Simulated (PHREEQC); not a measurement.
Make-up at 65 °C and 10 atm: 0.11 mol/kgw MgCl2 and 0.023 mol/kgw NaHCO3. Closed to the air; pH follows from the charge balance.

All values are PHREEQC results (ion-association model, phreeqc.dat), not measurements.

This is a speciation only: nothing precipitates in the calculation.

Problem. Order these Mg species by the share of Mg that they hold, largest first: Mg+2, MgHCO3+, MgCO3.

Solution. Mg+2 (93 %), MgHCO3+ (6.3 %), MgCO3 (0.65 %)

Problem. Order these C species by the share of C that they hold, largest first: NaHCO3, MgHCO3+, HCO3-, MgCO3, CO2.

Solution. HCO3- (62 %), MgHCO3+ (30 %), CO2 (3.9 %), MgCO3 (3.1 %), NaHCO3 (0.30 %)

The pH is 7.31 and the ionic strength 0.337 mol/kgw. Complexes and solids missing from the database can't appear. Away from 25 °C the constants follow the database's enthalpies or fits; those with neither stay at their 25 °C values.
